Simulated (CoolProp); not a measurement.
Vapour-liquid equilibrium of CHF3 (R23) (1) + R227EA (2) at 181.5 K; x and y are mole fractions of (1).

The numbers come from the multi-fluid Helmholtz-energy mixture model, Penoncello 2003 and Lemmon 2016; pair parameters Bell 2016 in CoolProp.

```tsv
x	bubble pressure, mixture model (bar)	bubble pressure, Raoult's law (bar)	y, mixture model	y, Raoult's law
0.05	0.04219	0.03469	0.842	0.808
0.15	0.1173	0.09009	0.949	0.934
0.25	0.1912	0.1455	0.972	0.964
0.35	0.2577	0.2009	0.982	0.977
0.45	0.3148	0.2563	0.987	0.985
0.55	0.3632	0.3117	0.990	0.990
0.65	0.4056	0.3671	0.992	0.993
0.75	0.4456	0.4225	0.994	0.996
0.85	0.4871	0.4779	0.996	0.998
0.95	0.5342	0.5333	0.999	0.999
```

The largest gap from Raoult's law is +31.4 % in bubble pressure, at x = 0.25. No azeotrope shows between x = 0.05 and 0.95.

The pair parameters rest on a limited set of measurements; away from them the model extrapolates.
